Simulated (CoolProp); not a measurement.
A single-stage vapour-compression cycle with R142b: evaporating at 319.15 K (dew point), condensing at 388.15 K (bubble point), superheat 10 K, subcooling 0 K, compressor efficiency 0.8, no pressure losses. Each further row changes one setting.

Model: reference Helmholtz-energy equation of state, Lemmon 2006, in CoolProp. It is a short technical equation, of lower accuracy than the large ones.

```csv
case,cooling COP,pressure ratio,discharge temperature (K),refrigerating effect (kJ/kg),volumetric capacity (kJ/m³)
as stated,2.06,4.47,403.6,89.5,2300
evaporating temperature 324.15 K,2.34,3.92,403.1,92.7,2710
condensing temperature 383.15 K,2.40,4.08,398.2,98.7,2540
subcooling 5 K,2.28,4.47,403.6,99.2,2550
superheat 20 K,2.16,4.47,412.6,99.6,2450
compressor efficiency 0.7,1.80,4.47,408.0,89.5,2300
```
